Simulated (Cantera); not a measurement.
Input: 1 mol AlN, 0.5 mol H2, held at 1 atm.

These are equilibrium values from Cantera (NASA tables, ideal gas, pure condensed phases), not measurements of a reactor. Candidate condensed phases: Al, AlN; 26 gas species. Ions and electrons are included (thermal ionisation). Equilibrium is a limit: real reactors are often held back by kinetics, nucleation or transport. All values below are at 4727 °C.

Base state: H 0.388, Al 0.386, N2 0.191, N 0.0144, Al+ 0.00841, e- 0.00839, H2 0.00368, AlH 0.000470 (mole fractions); condensed: gas only.

What changes in the equilibrium state with this change: pressure from 1 atm to 0.105 Torr?


```
species    before    after
-------  --------  -------
H           0.388    0.261
N          0.0144    0.246
e-        0.00839    0.224
Al          0.386   0.0378
Al+       0.00841    0.224
N2          0.191  0.00771
AlH      0.000470  4.28e-9
Al2       8.80e-5    <1e-9
H2        0.00368  2.31e-7
```

What changes in the equilibrium state with this change: pressure from 1 atm to 0.0233 Torr?


```tsv
species	before	after
H	0.388	0.253
N	0.0144	0.249
e-	0.00839	0.243
Al	0.386	0.00989
N2	0.191	0.00175
Al+	0.00841	0.243
AlH	0.000470	<1e-9
Al2	8.80e-5	<1e-9
```
